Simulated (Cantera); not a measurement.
Charge: 1 mol Cu, 4.6 mol CO, 12 mol H₂, at 800 K and 11.0 bar.

These are equilibrium values from Cantera (NASA tables, ideal gas, pure condensed phases), not measurements of a reactor. Candidate condensed phases: C, C₆H₆, C₇H₈, C₈H₁₈, Cu, CuO, Cu(OH)₂, Cu₂O, H₂O; 113 gas species. Equilibrium is a limit: real reactors are often held back by kinetics, nucleation or transport.

Base state: CH₄ 0.403, H₂O 0.350, H₂ 0.165, CO₂ 0.0739, CO 0.00825, C₂H₆ 1.97e-5 (mole fractions); condensed: C(graphite) + Cu(s).

**Question.** What changes in the equilibrium state with this change: pressure from 11.0 bar to 0.100 bar?

**Answer.** 
```csv
species,before,after
H₂,0.165,0.661
H₂O,0.350,0.129
CO,0.00825,0.0831
CH₄,0.403,0.0588
CO₂,0.0739,0.0681
C₂H₆,1.97e-5,1.05e-7
"C(graphite), mol",0.195,1.82
"Cu(s), mol",1.00,1.00
```
